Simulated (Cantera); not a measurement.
What does this Cantera script print?

```python
import numpy as np
import cantera as ct

gas = ct.Solution("h2o2.yaml")
gas.TPX = 650, 1000000, {'H2': 1, 'O2': 0.357, 'N2': 0.91}
inlet = ct.Reservoir(gas, clone=True)
gas.equilibrate("HP")  # start burning
reactor = ct.IdealGasConstPressureReactor(gas, energy="on", clone=False)
exhaust = ct.Reservoir(gas, clone=True)
tau = [0.045, 0.02, 0.0088, 0.0039, 0.0017, 0.00077, 0.00034, 0.00015, 6.8e-05, 3e-05, 1.3e-05, 5.9e-06][0]
for a, b in ((inlet, reactor), (reactor, exhaust)):
    ct.MassFlowController(a, b, mdot=lambda t: reactor.mass / tau)
net = ct.ReactorNet([reactor])
show = ['H2', 'O2', 'H2O', 'O', 'HO2', 'H2O2']

rows = []
print(f"{'tau/s':>10s}{'T/K':>9s}" + "".join(f"{s:>11s}" for s in show))
for tau in [0.045, 0.02, 0.0088, 0.0039, 0.0017, 0.00077, 0.00034, 0.00015, 6.8e-05, 3e-05, 1.3e-05, 5.9e-06]:
    net.initial_time = 0.0
    net.advance(30 * tau)
    before = gas.X
    net.advance(40 * tau)
    drift = np.max(np.abs(gas.X - before) / (gas.X + 1e-9))
    rows.append([gas.T, *gas[show].X, drift])
    print(f"{tau:10.3e}{gas.T:9.1f}" + "".join(f"{x:11.3e}" for x in gas[show].X))
```

Result:

```
     tau/s      T/K         H2         O2        H2O          O        HO2       H2O2
 4.500e-02   2828.0  1.477e-01  3.588e-04  3.612e-01  3.649e-04  8.634e-07  2.849e-07
 2.000e-02   2827.8  1.477e-01  3.614e-04  3.611e-01  3.659e-04  8.680e-07  2.859e-07
 8.800e-03   2827.4  1.477e-01  3.674e-04  3.611e-01  3.682e-04  8.785e-07  2.881e-07
 3.900e-03   2826.4  1.477e-01  3.807e-04  3.610e-01  3.733e-04  9.021e-07  2.931e-07
 1.700e-03   2824.2  1.477e-01  4.112e-04  3.607e-01  3.851e-04  9.568e-07  3.046e-07
 7.700e-04   2819.6  1.477e-01  4.747e-04  3.602e-01  4.101e-04  1.074e-06  3.283e-07
 3.400e-04   2809.7  1.477e-01  6.130e-04  3.591e-01  4.668e-04  1.345e-06  3.792e-07
 1.500e-04   2789.7  1.478e-01  8.941e-04  3.568e-01  5.895e-04  1.953e-06  4.791e-07
 6.800e-05   2754.8  1.479e-01  1.405e-03  3.529e-01  8.313e-04  3.223e-06  6.457e-07
 3.000e-05   2695.8  1.481e-01  2.336e-03  3.465e-01  1.307e-03  5.941e-06  9.022e-07
 1.300e-05   2605.4  1.485e-01  3.939e-03  3.370e-01  2.157e-03  1.145e-05  1.244e-06
 5.900e-06   2488.7  1.492e-01  6.361e-03  3.251e-01  3.381e-03  2.131e-05  1.644e-06
```

Detailed kinetics in Cantera: the H2/O2 subset of GRI-Mech 3.0, which has no nitrogen chemistry. The hydrogen kinetics of GRI-Mech 3.0 are dated; newer H2 mechanisms differ, most at raised pressure.
